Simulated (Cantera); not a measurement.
What does this Cantera script print?

```python
import numpy as np
import cantera as ct

gas_names = """
    AL ALCL ALCL2 ALCL3 ALN AL2 AL2CL6 CL CL2 N N2
""".split()
cond_names = """
    AL(cr) AL(L) ALCL3(s) ALCL3(L) ALN(s)
""".split()


def load(file, names, dense=False):
    # The tables refer to 1 bar. Condensed volumes are neglected.
    table = {s.name: s for s in ct.Species.list_from_file(file)}
    out = []
    for n in names:
        d = dict(table[n].input_data)
        d["thermo"] = dict(d["thermo"], **{"reference-pressure": 1e5})
        if dense:
            d["equation-of-state"] = {"model": "constant-volume", "density": "1e6 g/cm^3"}
        out.append(ct.Species.from_dict(d))
    return out


gas = ct.Solution(thermo="ideal-gas", species=load("nasa_gas.yaml", gas_names))
cond = {s.name: ct.Solution(thermo="fixed-stoichiometry", species=[s], name=s.name)
        for s in load("nasa_condensed.yaml", cond_names, dense=True)}
atoms = {
    'AlN': {'AL': 1, 'N': 1},
    'Cl2': {'CL': 2},
}
top_T = {'ALN(s)': 2750}  # K; cautious upper limits of use, not melting points


def equilibrate(T, P, feed):
    n = {}
    for name, mol in feed.items():
        for a, k in atoms[name].items():
            n[a] = n.get(a, 0.0) + k * mol
    gas.TPX = T, P, n
    mass = sum(n.values()) * gas.mean_molecular_weight
    gas.equilibrate("TP")
    valid = [c for c in cond.values() if c.min_temp <= T <= top_T.get(c.name, c.max_temp)]
    mix = ct.Mixture([(gas, mass / gas.mean_molecular_weight)] + [(c, 0.0) for c in valid])
    mix.T, mix.P = T, P
    mix.equilibrate("TP", solver="vcs", rtol=1e-11, max_steps=5000)
    return mix


results = []
feed = {'AlN': 1, 'Cl2': 0.12}  # mol
P = 16000  # Pa
for T in [800, 850, 900, 950, 1000, 1050, 1100, 1150, 1200, 1250, 1300, 1350, 1400, 1450]:
    mix = equilibrate(T, P, feed)
    results.append((T, P, feed, dict(zip(mix.species_names, mix.species_moles))))

top = {s: max(r[3][s] / sum(r[3][g] for g in gas_names) for r in results) for s in gas_names}
cols = sorted((s for s in top if top[s] > 0.001), key=lambda s: -top[s])[:6]
seen = [c for c in cond_names if any(r[3].get(c, 0) > 1e-12 for r in results)]
print("log10 of partial pressures in bar; condensed amounts in mol")
print(f"{'T/K':>10s}" + "".join(f"{s[:9]:>10s}" for s in cols + seen))
for T, P, feed, n in results:
    ng = sum(n[g] for g in gas_names)
    print(f"{T:10.4g}" + "".join(f"{np.log10(max(n[s] / ng * P / 1e5, 1e-99)):10.3f}" for s in cols)
          + "".join(f"{n.get(c, 0):10.4g}" for c in seen))
```

Result:

```
log10 of partial pressures in bar; condensed amounts in mol
       T/K     ALCL3        N2    AL2CL6     ALCL2    ALN(s)
       800    -1.103    -1.220    -1.682    -9.190      0.92
       850    -1.031    -1.246    -1.992    -8.322      0.92
       900    -0.998    -1.260    -2.326    -7.573      0.92
       950    -0.984    -1.267    -2.653    -6.916      0.92
      1000    -0.978    -1.270    -2.958    -6.331      0.92
      1050    -0.975    -1.271    -3.238    -5.804      0.92
      1100    -0.974    -1.272    -3.492    -5.327      0.92
      1150    -0.973    -1.272    -3.724    -4.892      0.92
      1200    -0.973    -1.273    -3.936    -4.495      0.92
      1250    -0.973    -1.273    -4.130    -4.131      0.92
      1300    -0.973    -1.273    -4.308    -3.795      0.92
      1350    -0.974    -1.273    -4.472    -3.485    0.9199
      1400    -0.975    -1.273    -4.625    -3.198    0.9198
      1450    -0.977    -1.273    -4.769    -2.933    0.9196
```

These are equilibrium values from Cantera (NASA tables, ideal gas, pure condensed phases), not measurements of a reactor. The tables' values for AlCl2 are old estimates; treat these amounts as uncertain.
